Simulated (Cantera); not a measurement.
An isothermal, constant-pressure homogeneous reactor starts with N₂O = 1 (molar parts), at 1250 K and 1.01 bar.

Cantera simulation using GRI-Mech 3.0 (53 species, 325 reactions); the numbers are that mechanism's predictions, not measurements. GRI-Mech 3.0 was tuned for natural gas; its chemistry of N2O as a main component is partial and can be far from experiment. The mechanism lacks the step 2 NO + O2 → 2 NO2, which can matter for NO2 below about 1400 K. The temperature is held fixed by assumption; the heat of reaction is taken as removed at once.

Predict: x(N₂O) at 2.00 s; x(O) at 2.00 s; x(NO₂) at 2.00 s; x(N₂) at 2.00 s; x(NO) at 2.00 s.


```
Quantity                                            Result
----------------  ----------------------------------------
x(N₂O) at 2.00 s    0.0750 (gas-phase equilibrium 2.07e-8)
x(O) at 2.00 s     8.29e-7 (gas-phase equilibrium 3.99e-8)
x(NO₂) at 2.00 s  0.000651 (gas-phase equilibrium 5.57e-6)
x(N₂) at 2.00 s        0.586 (gas-phase equilibrium 0.667)
x(NO) at 2.00 s    0.0609 (gas-phase equilibrium 0.000329)
```
